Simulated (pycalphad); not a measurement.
Computed with pycalphad from the COST 507 light-alloy database (1999), at 1 atm. The data set is of 1999 and partly superseded. Amounts are mole fractions of atoms.

Q: Give the equilibrium state of Si-9.19Al (wt.%) at 1600 K.

A: 
```
T = 1600.00 K, P = 101325 Pa, N = 1 mol of atoms
G = -68741 J/mol, H = 57934 J/mol, S = 79.17 J/(mol K)  (SER reference)
chemical potentials (J/mol): Si -62901, Al -124173
phase             fraction      x(Si)      x(Al)
LIQUID              0.5615     0.8303     0.1697
DIAMOND_A4          0.4385     0.9999    8.2e-05
```

Q: Give the equilibrium state of Si-9.19Al (wt.%) at 650 K.

A: diamond (Si), fraction 0.905, with <0.01 Al wt.%; fcc, fraction 0.095, with 99.81 Al wt.%.

DIAMOND_A4 is diamond (Si).
